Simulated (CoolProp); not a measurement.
Vapour-liquid equilibrium of isobutane (1) + n-butane (2) at 374.8 K; x and y are mole fractions of (1).

Model: multi-fluid Helmholtz-energy mixture model, Bücker 2006 and Bücker 2006; pair parameters Kunz 2012, in CoolProp.

| x | bubble pressure (bar) | y at the bubble point | dew pressure at overall composition x (bar) | liquid density (mol/L) |
|---|---|---|---|---|
| 0.05 | 15.97 | 0.058 | 15.94 | 7.957 |
| 0.15 | 16.41 | 0.172 | 16.32 | [?] |
| 0.25 | 16.86 | 0.282 | 16.73 | 7.840 |
| 0.35 | [?] | 0.388 | 17.14 | 7.778 |
| 0.45 | 17.77 | 0.490 | 17.58 | 7.715 |
| 0.55 | 18.23 | 0.589 | 18.05 | 7.650 |
| 0.65 | 18.71 | 0.685 | 18.53 | 7.583 |
| 0.75 | [?] | 0.779 | 19.05 | [?] |
| 0.85 | 19.70 | 0.869 | 19.59 | 7.440 |
| 0.95 | 20.22 | 0.957 | 20.18 | 7.365 |

Problem. Fill in the missing entries.

Solution. 
- 0.15, liquid density (mol/L): 7.899
- 0.35, bubble pressure (bar): 17.31
- 0.75, bubble pressure (bar): 19.20
- 0.75, liquid density (mol/L): 7.513

No azeotrope shows between x = 0.05 and 0.95.

The pair parameters rest on a limited set of measurements; away from them the model extrapolates.
